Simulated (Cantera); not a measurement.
# Equilibrium for calcination and drying: Mg(OH)2 + H2 + CO2

A closed system holds: 1 mol Mg(OH)2, 2.8 mol H2, 3.2 mol CO2, at 410000 Pa.

These are equilibrium values from Cantera (NASA tables, ideal gas, pure condensed phases), not measurements of a reactor. Candidate condensed phases: C, C6H6, C7H8, C8H18, H2O, Mg, MgCO3, MgO, Mg(OH)2; 116 gas species. Rates play no part.

```tsv
T (°C)	log p CO2	log p H2O	log p CO	log p H2	log p CH4	n C(graphite)	n MgO(s)
525	0.23	0.17	-0.90	-0.32	-0.51	0.0404	1.00
575	0.21	0.14	-0.61	-0.19	-0.63	0	1.00
625	0.17	0.11	-0.40	-0.09	-0.87	0	1.00
675	0.12	0.10	-0.27	-0.04	-1.25	0	1.00
725	0.09	0.10	-0.19	-0.02	-1.77	0	1.00
775	0.07	0.11	-0.15	-0.03	-2.33	0	1.00
825	0.05	0.13	-0.13	-0.05	-2.88	0	1.00
875	0.04	0.14	-0.10	-0.07	-3.40	0	1.00
925	0.02	0.15	-0.08	-0.09	-3.87	0	1.00
975	0.01	0.16	-0.07	-0.11	-4.31	0	1.00
1025	-0.01	0.17	-0.05	-0.12	-4.72	0	1.00
1075	-0.02	0.18	-0.04	-0.14	-5.10	0	1.00
1125	-0.03	0.18	-0.03	-0.15	-5.45	0	1.00
1175	-0.04	0.19	-0.02	-0.17	-5.78	0	1.00
```
log p: log10 of the partial pressure in bar; n: condensed amount in mol.

At 525 °C the condensed part is C(graphite) + MgO(s). From 575 °C to 1175 °C the condensed part is MgO(s).
